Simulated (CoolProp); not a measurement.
Fluorine along the isobar 5.52 MPa: fugacity coefficient from the reference equation and from simpler models built on Tc = 144.4 K, pc = 5.240 MPa, ω = 0.045; each cubic takes its own stable root.

Values from CoolProp's reference Helmholtz-energy equation of state, de Reuck 1990.

```
T (K)          phase  reference  van der Waals  Redlich-Kwong  Peng-Robinson
-----  -------------  ---------  -------------  -------------  -------------
81.8          liquid    0.01481        0.07200        0.01236        0.01529
100.9         liquid        ___            ___        0.08874        0.08957
120.1         liquid     0.2749         0.3936            ___         0.2714
139.2         liquid     0.5593         0.6142         0.5652            ___
158.3  supercritical     0.7473         0.7527         0.7405         0.7180
177.5  supercritical     0.8263         0.8179         0.8180         0.7987
196.6  supercritical        ___         0.8617         0.8683         0.8524
215.7  supercritical     0.9104         0.8931         0.9031         0.8905
234.9  supercritical     0.9346         0.9166         0.9282         0.9184
254    supercritical     0.9521         0.9343         0.9464         0.9390
273.1  supercritical        ___         0.9480            ___         0.9547
```

Task: What belongs in the gaps?

Result: 
- 100.9, reference: 0.08951
- 100.9, van der Waals: 0.2009
- 120.1, Redlich-Kwong: 0.2829
- 139.2, Peng-Robinson: 0.5432
- 196.6, reference: 0.8764
- 273.1, reference: 0.9652
- 273.1, Redlich-Kwong: 0.9602
